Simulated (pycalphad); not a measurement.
**Effect of Mg content in Al-Si-Mg**

Computed with pycalphad from the COST 507 light-alloy database (1999), at 1 atm. The data set is of 1999 and partly superseded. Amounts are mole fractions of atoms.

```
alloy                     liquidus (K)  first solid  solidus (K)                                phases at 700 K
------------------------  ------------  -----------  -----------  ---------------------------------------------
Al-1.05Si-1.26Mg (at.%)            922          fcc          846  fcc 0.98, MG2SI 0.02, diamond (Si) under 0.01
Al-1.05Si-5.04Mg (at.%)            [?]          fcc          [?]                           fcc 0.97, MG2SI 0.03
Al-1.05Si-15.12Mg (at.%)           858          fcc          752                           fcc 0.97, MG2SI 0.03
Al-1.05Si-20.16Mg (at.%)           844        MG2SI          723           fcc 0.82, ALMG_BETA 0.15, MG2SI 0.03
```

Task: Complete the blanks.

Result: 
- Al-1.05Si-5.04Mg (at.%), liquidus (K): 905
- Al-1.05Si-5.04Mg (at.%), solidus (K): 865

Database names, with the compositions (at.%) that they take in these runs: MG2SI: Mg 67 Si 33; ALMG_BETA: Al 61 Mg 39.
